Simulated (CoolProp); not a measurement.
Properties of hexamethyldisiloxane (MM) along the isotherm 305.65 °C.

Computed with CoolProp (reference Helmholtz-energy equation of state, Thol 2016).

```tsv
p (MPa)	phase	density (kg/m³)	isothermal compressibility (1/MPa)	expansivity (1/kK)	fugacity coefficient
0.223	gas	7.743	4.616	1.919	0.9724
0.446	gas	15.96	2.382	2.140	0.9451
0.668	gas	24.68	1.645	2.397	0.9184
0.891	gas	…	1.278	…	0.8920
1.11	gas	43.95	1.066	3.046	0.8665
1.34	gas	55.16	0.9203	3.477	0.8402
1.56	gas	66.79	…	3.965	0.8156
1.78	gas	79.43	0.7554	4.547	0.7915
2.01	supercritical	93.91	0.7027	5.276	0.7668
2.23	supercritical	109.1	0.6657	6.116	0.7438
2.45	supercritical	125.9	…	7.121	0.7212
2.67	supercritical	144.6	0.6166	8.299	0.6993
2.9	supercritical	…	0.5955	9.679	0.6769
```

Fill in the missing entries.


- 0.891, density (kg/m³): 34.06
- 0.891, expansivity (1/kK): 2.699
- 1.56, isothermal compressibility (1/MPa): 0.8245
- 2.45, isothermal compressibility (1/MPa): 0.6382
- 2.9, density (kg/m³): 166.2
